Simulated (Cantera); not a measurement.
An adiabatic, constant-pressure homogeneous reactor starts with CO : H2 : O2 : N2 : H2O = 1 : 0.11 : 0.638 : 2.4 : 0.37 (molar parts), at 1473 K and 16.8 atm.

Model: GRI-Mech 3.0 (53 species, 325 reactions), integrated in Cantera. The hydrogen kinetics of GRI-Mech 3.0 are dated; newer H2 mechanisms differ, most at raised pressure. The pressure lies above the range GRI-Mech 3.0 was tuned for (to about 10 atm).

Question: Predict: time of steepest temperature rise; temperature at 0.700 s; equilibrium temperature; x(CO) at 0.700 s; x(H2) at 0.700 s; x(O2) at 0.700 s; x(H) at 0.700 s; x(NO) at 0.700 s; x(H2O2) at 0.700 s.

Answer: 
* **time of steepest temperature rise**: 6.17 µs
* **temperature at 0.700 s**: 2826 K
* **equilibrium temperature**: 2826 K
* **x(CO) at 0.700 s**: 0.0448 (gas-phase equilibrium 0.0448)
* **x(H2) at 0.700 s**: 0.00343 (gas-phase equilibrium 0.00343)
* **x(O2) at 0.700 s**: 0.0339 (gas-phase equilibrium 0.0339)
* **x(H) at 0.700 s**: 0.00128 (gas-phase equilibrium 0.00128)
* **x(NO) at 0.700 s**: 0.0132 (gas-phase equilibrium 0.0132)
* **x(H2O2) at 0.700 s**: 1.07e-6 (gas-phase equilibrium 1.07e-6)
